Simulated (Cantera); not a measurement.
# Equilibrium for silicon nitride deposition: trisilylamine + N₂ + H₂

Charge: 1 mol trisilylamine, 0.35 mol N₂, 35 mol H₂, equilibrated at 19.0 Pa.

Equilibrium computed with Cantera from the NASA thermochemical tables; the gas is ideal and each condensed phase is pure. Candidate condensed phases: Si, Si₃N₄; 18 gas species. The feed counts by its element totals alone. Mutual solubility and eutectic melting of coexisting phases are not modelled. Gases not in the tables: Si₂H₆ and higher silanes. Kinetics and transport are ignored.

From 948 K to 1323 K the condensed part is Si(s) + Si₃N₄(s). From 1398 K to 1623 K the condensed part is Si(s). At 1698 K the condensed part is Si(l).

| T (K) | x H₂ | x N₂ | x H | x Si | x SiH | x Si₂ | x SiH₂ | x Si₂N | n Si(s) | n Si₃N₄(s) | n Si(l) |
|---|---|---|---|---|---|---|---|---|---|---|---|
| 948 | 1.00 | 7.33e-9 | 3.80e-8 | <1e-12 | <1e-12 | <1e-12 | 1.90e-11 | <1e-12 | 1.73 | 0.425 | 0 |
| 1023 | 1.000 | 2.36e-7 | 3.00e-7 | 3.13e-12 | 2.44e-12 | <1e-12 | 1.80e-10 | <1e-12 | 1.73 | 0.425 | 0 |
| 1098 | 1.000 | 4.70e-6 | 1.79e-6 | 1.14e-10 | 4.80e-11 | <1e-12 | 1.25e-9 | <1e-12 | 1.73 | 0.425 | 0 |
| 1173 | 1.000 | 6.37e-5 | 8.55e-6 | 2.61e-9 | 6.43e-10 | <1e-12 | 6.81e-9 | 1.95e-12 | 1.73 | 0.424 | 0 |
| 1248 | 0.999 | 0.000627 | 3.39e-5 | 4.08e-8 | 6.28e-9 | 5.94e-12 | 3.01e-8 | 6.81e-11 | 1.76 | 0.413 | 0 |
| 1323 | 0.995 | 0.00475 | 0.000115 | 4.67e-7 | 4.71e-8 | 1.42e-10 | 1.12e-7 | 1.58e-9 | 2.01 | 0.331 | 0 |
| 1398 | 0.979 | 0.0211 | 0.000340 | 4.10e-6 | 2.82e-7 | 2.40e-9 | 3.58e-7 | 2.21e-8 | 3.00 | 0 | 0 |
| 1473 | 0.978 | 0.0211 | 0.000908 | 2.88e-5 | 1.41e-6 | 3.03e-8 | 1.03e-6 | 1.21e-7 | 3.00 | 0 | 0 |
| 1548 | 0.977 | 0.0210 | 0.00221 | 0.000167 | 6.03e-6 | 2.98e-7 | 2.66e-6 | 5.59e-7 | 2.99 | 0 | 0 |
| 1623 | 0.973 | 0.0210 | 0.00495 | 0.000823 | 2.25e-5 | 2.36e-6 | 6.29e-6 | 2.23e-6 | 2.97 | 0 | 0 |
| 1698 | 0.965 | 0.0209 | 0.0103 | 0.00346 | 7.29e-5 | 1.50e-5 | 1.35e-5 | 7.60e-6 | 0 | 0 | 2.85 |
x: gas mole fraction; n: condensed amount in mol.
